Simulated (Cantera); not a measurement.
## Silicon epitaxy and polysilicon growth: SiCl4 + Cl2 + N2

A closed system holds: 1 mol SiCl4, 0.97 mol Cl2, a varied amount of N2, at 1373 K and 65000 Pa.

Cantera equilibrium calculation (NASA polynomials, part measured and part estimated; ideal gas, pure solids and liquids). Candidate condensed phases: Si, Si3N4; 13 gas species. The numbers say what is thermodynamically allowed, not how fast it happens.

```json
[
 {"n(N2) (mol)": "6.4", "x N2": "0.761", "x SiCl4": "0.119", "x Cl2": "0.111", "x Cl": "0.00948", "x SiCl3": "1.89e-6"},
 {"n(N2) (mol)": "9.1", "x N2": "0.819", "x SiCl4": "0.0900", "x Cl2": "0.0832", "x Cl": "0.00822", "x SiCl3": "1.65e-6"},
 {"n(N2) (mol)": "13", "x N2": "0.865", "x SiCl4": "0.0666", "x Cl2": "0.0610", "x Cl": "0.00705", "x SiCl3": "1.42e-6"},
 {"n(N2) (mol)": "18", "x N2": "0.899", "x SiCl4": "0.0499", "x Cl2": "0.0454", "x Cl": "0.00608", "x SiCl3": "1.24e-6"},
 {"n(N2) (mol)": "26", "x N2": "0.927", "x SiCl4": "0.0357", "x Cl2": "0.0320", "x Cl": "0.00510", "x SiCl3": "1.05e-6"},
 {"n(N2) (mol)": "36", "x N2": "0.946", "x SiCl4": "0.0263", "x Cl2": "0.0233", "x Cl": "0.00435", "x SiCl3": "9.08e-7"},
 {"n(N2) (mol)": "51", "x N2": "0.961", "x SiCl4": "0.0188", "x Cl2": "0.0165", "x Cl": "0.00366", "x SiCl3": "7.75e-7"},
 {"n(N2) (mol)": "72", "x N2": "0.972", "x SiCl4": "0.0135", "x Cl2": "0.0116", "x Cl": "0.00307", "x SiCl3": "6.62e-7"},
 {"n(N2) (mol)": "100", "x N2": "0.979", "x SiCl4": "0.00979", "x Cl2": "0.00821", "x Cl": "0.00258", "x SiCl3": "5.70e-7"},
 {"n(N2) (mol)": "140", "x N2": "0.985", "x SiCl4": "0.00704", "x Cl2": "0.00574", "x Cl": "0.00216", "x SiCl3": "4.90e-7"}
]
```
x: gas mole fraction; nothing condenses.

From 6.4 mol N2 to 140 mol N2 nothing is condensed. The main Si-bearing gas is SiCl4 throughout.
